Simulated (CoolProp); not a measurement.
Properties of dodecamethylpentasiloxane (MD3M) at several states.

The numbers come from the reference Helmholtz-energy equation of state, Thol 2019 in CoolProp.

```json
[
 {"T (K)": "582.8", "p (kPa)": "14.4", "phase": "gas", "density (kg/m³)": "1.152", "cp (kJ/(kg K))": "2.035", "cv (kJ/(kg K))": "2.013", "speed of sound (m/s)": "112.0", "expansivity (1/kK)": "1.770"},
 {"T (K)": "220.2", "p (kPa)": "3260", "phase": "liquid", "density (kg/m³)": "948.6", "cp (kJ/(kg K))": "1.461", "cv (kJ/(kg K))": "1.165", "speed of sound (m/s)": "1246", "expansivity (1/kK)": "1.040"},
 {"T (K)": "274.7", "p (kPa)": "4370", "phase": "liquid", "density (kg/m³)": "897.4", "cp (kJ/(kg K))": "1.641", "cv (kJ/(kg K))": "1.365", "speed of sound (m/s)": "1051", "expansivity (1/kK)": "1.046"}
]
```
